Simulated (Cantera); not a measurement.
Input: 1 mol Si, 2.2 mol NF₃, held at 28.5 Torr.

These are equilibrium values from Cantera (NASA tables, ideal gas, pure condensed phases), not measurements of a reactor. Candidate condensed phases: Si, Si₃N₄; 16 gas species. Rates play no part.

x: gas mole fraction; nothing condenses.

```tsv
T (K)	x F	x SiF₄	x NF₃	x F₂	x N₂	x NF₂	x NF
573	2.34e-5	0.393	0.338	0.00488	0.264	9.31e-10	<1e-12
648	0.000472	0.384	0.307	0.0384	0.269	1.69e-8	<1e-12
723	0.00452	0.353	0.202	0.154	0.287	1.35e-7	<1e-12
798	0.0222	0.311	0.0697	0.289	0.308	4.48e-7	<1e-12
873	0.0675	0.289	0.0150	0.319	0.310	7.73e-7	<1e-12
948	0.153	0.272	0.00284	0.273	0.298	9.46e-7	<1e-12
1023	0.275	0.254	0.000484	0.192	0.279	8.84e-7	[?]
1098	0.399	0.236	6.90e-5	0.107	0.259	6.27e-7	[?]
1173	0.482	0.223	8.53e-6	0.0490	0.246	3.58e-7	[?]
1248	0.523	0.217	1.06e-6	0.0207	0.239	1.85e-7	[?]
1323	0.540	0.215	1.49e-7	0.00892	0.236	9.61e-8	[?]
1398	0.547	0.214	2.47e-8	0.00406	0.235	5.18e-8	[?]
1473	0.550	0.213	4.84e-9	0.00198	0.235	2.94e-8	[?]
1548	0.552	0.213	1.10e-9	0.00103	0.234	1.76e-8	[?]
```

Task: What belongs in the gaps?

Result: 
- 1023, x NF: 2.04e-12
- 1098, x NF: 9.58e-12
- 1173, x NF: 3.25e-11
- 1248, x NF: 8.83e-11
- 1323, x NF: 2.07e-10
- 1398, x NF: 4.36e-10
- 1473, x NF: 8.48e-10
- 1548, x NF: 1.54e-9
